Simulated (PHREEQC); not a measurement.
Consider water at 25 °C with 0.0041 mol CuSO4 and 0.015 mol KCl per kg of water. Closed to the air; pH follows from the charge balance.

Model: ion-association model, wateq4f.dat, run in PHREEQC.

**Question.** The ionic strength comes out as 0.0282 mol/kgw. What activity coefficients do HSO4-, K+, Cu+2, Cu2(OH)2+2, SO4-2 get?

**Answer.** HSO4- 0.85, K+ 0.85, Cu+2 0.55, Cu2(OH)2+2 0.53, SO4-2 0.54.

Precipitation was switched off in this run. The solution is supersaturated, for example in Brochantite, Antlerite, so a real one may precipitate; this is no full list.
